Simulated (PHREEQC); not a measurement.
Consider water at 89 °C with 0.0022 mol/kgw KOH, 0.00019 mol/kgw H4SiO4 and 0.21 mol/kgw K2SO4. Closed to the air; pH follows from the charge balance.

All values are PHREEQC results (ion-association model, wateq4f.dat), not measurements.

The ionic strength comes out as 0.428 mol/kgw. What activity coefficients do H3SiO4-, H2SiO4-2, SO4-2, KSO4-, K+ get?

H3SiO4- 0.63, H2SiO4-2 0.20, SO4-2 0.18, KSO4- 0.67, K+ 0.62.

Precipitation was switched off in this run. At this temperature some constants are extrapolated from 25 °C, and those without enthalpy data are left unchanged.
